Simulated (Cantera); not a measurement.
A perfectly stirred reactor is fed with CO : H2 : O2 : N2 = 1 : 0.23 : 1.37 : 5.14 (molar parts), equivalence ratio 0.45, at 1000000 Pa; it is adiabatic with a 600 K inlet, and is followed from long to short residence time, starting on the burning branch (τ in s: 0.086, 0.039, 0.018, 0.0079, 0.0036, 0.0016, 0.00072, 0.00033, 0.00015, 6.6e-05).

Detailed kinetics in Cantera: GRI-Mech 3.0 (53 species, 325 reactions). The hydrogen kinetics of GRI-Mech 3.0 are dated; newer H2 mechanisms differ, most at raised pressure.

Question: What does this change do: pressure from 1000000 Pa to 101000 Pa?

Answer: 
```json
[
 {"quantity": "blow-out, bracketed by the residence times tried", "before": "burning at 0.150 ms, out at 66.0 µs", "after": "burning at 0.330 ms, out at 0.150 ms"},
 {"quantity": "x(CO) at τ = 86.0 ms", "before": "0.000254", "after": "0.00183"},
 {"quantity": "x(H2) at τ = 86.0 ms", "before": "8.43e-6", "after": "8.64e-5"},
 {"quantity": "x(O2) at τ = 86.0 ms", "before": "0.106", "after": "0.106"},
 {"quantity": "x(H2O) at τ = 86.0 ms", "before": "0.0321", "after": "0.0314"},
 {"quantity": "x(NO) at τ = 86.0 ms", "before": "9.78e-5", "after": "0.000121"},
 {"quantity": "x(CO) at τ = 1.60 ms", "before": "0.00370", "after": "0.0175"},
 {"quantity": "x(H2) at τ = 1.60 ms", "before": "9.54e-5", "after": "0.000790"},
 {"quantity": "x(O2) at τ = 1.60 ms", "before": "0.107", "after": "0.110"},
 {"quantity": "x(H2O) at τ = 1.60 ms", "before": "0.0316", "after": "0.0287"},
 {"quantity": "x(NO) at τ = 1.60 ms", "before": "4.18e-5", "after": "2.67e-5"}
]
```
